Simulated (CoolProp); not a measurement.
Acetone along the isotherm 550 K: fugacity coefficient from the reference equation and from simpler models built on Tc = 508.1 K, pc = 4692 kPa, ω = 0.307; each cubic takes its own stable root.

Values from CoolProp's reference Helmholtz-energy equation of state, Lemmon 2006. It is a short technical equation, of lower accuracy than the large ones.

```json
[
 {"p (kPa)": "3910", "phase": "gas", "reference": "0.7699", "van der Waals": "0.7985", "Redlich-Kwong": "[?]"},
 {"p (kPa)": "7820", "phase": "supercritical", "reference": "0.5692", "van der Waals": "[?]", "Redlich-Kwong": "0.5834"},
 {"p (kPa)": "11700", "phase": "supercritical", "reference": "[?]", "van der Waals": "0.4744", "Redlich-Kwong": "0.4614"},
 {"p (kPa)": "15600", "phase": "supercritical", "reference": "0.3644", "van der Waals": "0.4198", "Redlich-Kwong": "0.3984"},
 {"p (kPa)": "19600", "phase": "supercritical", "reference": "0.3220", "van der Waals": "0.3916", "Redlich-Kwong": "0.3618"},
 {"p (kPa)": "23500", "phase": "supercritical", "reference": "0.2959", "van der Waals": "0.3788", "Redlich-Kwong": "0.3406"},
 {"p (kPa)": "27400", "phase": "supercritical", "reference": "0.2786", "van der Waals": "0.3750", "Redlich-Kwong": "0.3279"},
 {"p (kPa)": "31300", "phase": "supercritical", "reference": "[?]", "van der Waals": "0.3776", "Redlich-Kwong": "0.3210"},
 {"p (kPa)": "35200", "phase": "supercritical", "reference": "0.2594", "van der Waals": "0.3849", "Redlich-Kwong": "0.3181"},
 {"p (kPa)": "39100", "phase": "supercritical", "reference": "[?]", "van der Waals": "0.3963", "Redlich-Kwong": "0.3183"},
 {"p (kPa)": "43000", "phase": "supercritical", "reference": "0.2520", "van der Waals": "[?]", "Redlich-Kwong": "0.3209"},
 {"p (kPa)": "46900", "phase": "supercritical", "reference": "0.2512", "van der Waals": "0.4296", "Redlich-Kwong": "0.3257"}
]
```

Question: Some entries are withheld; supply them.

Answer: 
- 3910, Redlich-Kwong: 0.7847
- 7820, van der Waals: 0.5896
- 11700, reference: 0.4351
- 31300, reference: 0.2670
- 39100, reference: 0.2546
- 43000, van der Waals: 0.4113
